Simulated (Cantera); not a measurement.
**Low-pressure radical oxidation in H2/O2**

An isothermal, constant-pressure homogeneous reactor starts with H2 : O2 = 0.011 : 1 (molar parts), equivalence ratio 0.0055, at 1225 K and 0.0188 atm.

Cantera simulation using GRI-Mech 3.0 (53 species, 325 reactions); the numbers are that mechanism's predictions, not measurements. Radical loss at walls, strong at low pressure, is not modelled.

| t (s) | x H2 | x O2 | x H | x OH | x O | x H2O | x HO2 |
|---|---|---|---|---|---|---|---|
| 0.000400 | 0.0109 | 0.989 | 2.55e-9 | 1.26e-8 | 1.61e-8 | 9.73e-9 | 9.00e-9 |
| 0.00113 | 0.0109 | 0.989 | 2.81e-8 | 1.68e-7 | 2.34e-7 | 2.37e-7 | 2.62e-8 |
| 0.00321 | 0.0106 | 0.989 | 1.86e-5 | 0.000110 | 0.000156 | 0.000175 | 5.67e-7 |
| 0.00907 | 6.05e-5 | 0.980 | 0.000475 | 0.000949 | 0.00888 | 0.0101 | 1.28e-6 |
| 0.0257 | 4.13e-5 | 0.981 | 0.000350 | 0.000834 | 0.00749 | 0.0103 | 1.15e-6 |
| 0.0727 | 2.71e-5 | 0.984 | 0.000184 | 0.000676 | 0.00485 | 0.0105 | 9.40e-7 |
| 0.206 | 1.12e-5 | 0.987 | 4.83e-5 | 0.000436 | 0.00198 | 0.0107 | 5.98e-7 |
| 0.583 | 2.75e-6 | 0.988 | 5.86e-6 | 0.000217 | 0.000484 | 0.0108 | 2.63e-7 |
| 1.65 | 4.98e-7 | 0.989 | 4.55e-7 | 9.29e-5 | 8.79e-5 | 0.0109 | 8.08e-8 |
| 4.67 | 8.89e-8 | 0.989 | 3.46e-8 | 3.94e-5 | 1.58e-5 | 0.0109 | 2.09e-8 |
| 13.2 | 1.86e-8 | 0.989 | 3.33e-9 | 1.81e-5 | 3.31e-6 | 0.0109 | 6.94e-9 |
| 37.4 | 4.85e-9 | 0.989 | 4.48e-10 | 9.27e-6 | 8.68e-7 | 0.0109 | 5.29e-9 |
| 106 | 2.00e-9 | 0.989 | 1.20e-10 | 5.96e-6 | 3.60e-7 | 0.0109 | 6.53e-9 |
| 300 | 1.70e-9 | 0.989 | 9.39e-11 | 5.50e-6 | 3.06e-7 | 0.0109 | 6.91e-9 |
x: mole fraction; the columns are a selection and need not sum to one.

Equilibrium at this temperature and pressure: H2 1.70e-9, O2 0.989, H 9.38e-11, OH 5.50e-6, O 3.06e-7, H2O 0.0109, HO2 6.91e-9 (gas phase only).
